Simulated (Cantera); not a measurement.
An isothermal, constant-pressure homogeneous reactor starts with CH4 : H2O = 1 : 2.4 (molar parts), at 2023 K and 3.36 atm.

Detailed kinetics in Cantera: GRI-Mech 3.0 (53 species, 325 reactions).

One state of this run: x CH4 = 5.44e-8; x H2O = 0.244; x C2H2 = 8.97e-12; x CH2CO = 6.79e-12; x C2H = <1e-12; x H = 0.000784. x: mole fraction; the columns are a selection and need not sum to one.

Which value of t (s) does it belong to?
A) 0.00272
B) 0.0546
C) 0.0201
D) 22.1

D, 22.1
